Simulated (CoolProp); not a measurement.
Saturation properties of toluene (Tc = 318.6 °C, pc = 41.26 bar, ω = 0.266).

Model: reference Helmholtz-energy equation of state, Lemmon 2006, in CoolProp. It is a short technical equation, of lower accuracy than the large ones.

```json
[
 {"T (°C)": "161.95", "p (bar)": "___", "enthalpy of vaporisation (kJ/kg)": "323.9", "liquid cp (kJ/(kg K))": "2.207", "vapour Z": "0.9024", "surface tension (mN/m)": "12.4"},
 {"T (°C)": "173.85", "p (bar)": "4.580", "enthalpy of vaporisation (kJ/kg)": "314.2", "liquid cp (kJ/(kg K))": "2.259", "vapour Z": "0.8842", "surface tension (mN/m)": "11.2"},
 {"T (°C)": "185.75", "p (bar)": "5.776", "enthalpy of vaporisation (kJ/kg)": "303.9", "liquid cp (kJ/(kg K))": "2.312", "vapour Z": "0.8640", "surface tension (mN/m)": "10.0"},
 {"T (°C)": "197.65", "p (bar)": "7.193", "enthalpy of vaporisation (kJ/kg)": "293.0", "liquid cp (kJ/(kg K))": "___", "vapour Z": "0.8414", "surface tension (mN/m)": "8.88"},
 {"T (°C)": "209.65", "p (bar)": "8.871", "enthalpy of vaporisation (kJ/kg)": "281.2", "liquid cp (kJ/(kg K))": "2.430", "vapour Z": "0.8162", "surface tension (mN/m)": "7.76"},
 {"T (°C)": "221.55", "p (bar)": "10.81", "enthalpy of vaporisation (kJ/kg)": "268.5", "liquid cp (kJ/(kg K))": "2.496", "vapour Z": "0.7884", "surface tension (mN/m)": "6.68"},
 {"T (°C)": "233.45", "p (bar)": "13.05", "enthalpy of vaporisation (kJ/kg)": "___", "liquid cp (kJ/(kg K))": "2.571", "vapour Z": "0.7576", "surface tension (mN/m)": "5.65"},
 {"T (°C)": "245.35", "p (bar)": "15.61", "enthalpy of vaporisation (kJ/kg)": "239.6", "liquid cp (kJ/(kg K))": "2.659", "vapour Z": "0.7234", "surface tension (mN/m)": "4.65"},
 {"T (°C)": "257.35", "p (bar)": "18.57", "enthalpy of vaporisation (kJ/kg)": "222.6", "liquid cp (kJ/(kg K))": "___", "vapour Z": "0.6848", "surface tension (mN/m)": "3.69"},
 {"T (°C)": "269.25", "p (bar)": "21.91", "enthalpy of vaporisation (kJ/kg)": "___", "liquid cp (kJ/(kg K))": "2.908", "vapour Z": "0.6415", "surface tension (mN/m)": "2.79"},
 {"T (°C)": "281.15", "p (bar)": "25.70", "enthalpy of vaporisation (kJ/kg)": "181.0", "liquid cp (kJ/(kg K))": "3.115", "vapour Z": "0.5918", "surface tension (mN/m)": "1.96"},
 {"T (°C)": "293.05", "p (bar)": "29.99", "enthalpy of vaporisation (kJ/kg)": "___", "liquid cp (kJ/(kg K))": "3.480", "vapour Z": "___", "surface tension (mN/m)": "1.19"},
 {"T (°C)": "305.05", "p (bar)": "34.90", "enthalpy of vaporisation (kJ/kg)": "117.5", "liquid cp (kJ/(kg K))": "4.456", "vapour Z": "0.4590", "surface tension (mN/m)": "0.526"}
]
```

Q: Complete the blanks.

A: 
- 161.95, p (bar): 3.581
- 197.65, liquid cp (kJ/(kg K)): 2.369
- 233.45, enthalpy of vaporisation (kJ/kg): 254.8
- 257.35, liquid cp (kJ/(kg K)): 2.767
- 269.25, enthalpy of vaporisation (kJ/kg): 203.4
- 293.05, enthalpy of vaporisation (kJ/kg): 153.8
- 293.05, vapour Z: 0.5332

It boils at 110.6 °C under 1 atm.

Surface tension comes from a separate correlation (Mulero 2012).
